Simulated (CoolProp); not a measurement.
Properties of n-butane along the isobar 6.73 bar (Tc = 425.1 K, pc = 37.96 bar, ω = 0.201).

Computed with CoolProp (reference Helmholtz-energy equation of state, Bücker 2006).

```
T (K)  phase  cp (kJ/(kg K))  Prandtl number
-----  -----  --------------  --------------
396.2    gas               …           0.783
415      gas               …           0.773
433.7    gas           2.358               …
452.4    gas           2.426           0.756
471.2    gas               …           0.748
489.9    gas           2.561           0.741
508.6    gas           2.627           0.733
527.4    gas               …               …
546.1    gas           2.757           0.719
564.8    gas           2.820           0.711
```

**Question.** What belongs in the gaps?

**Answer.** 
- 396.2, cp (kJ/(kg K)): 2.229
- 415, cp (kJ/(kg K)): 2.292
- 433.7, Prandtl number: 0.764
- 471.2, cp (kJ/(kg K)): 2.494
- 527.4, cp (kJ/(kg K)): 2.693
- 527.4, Prandtl number: 0.726

Viscosity comes from a separate model (Vogel 1999). Thermal conductivity comes from a separate model (Perkins 2002).
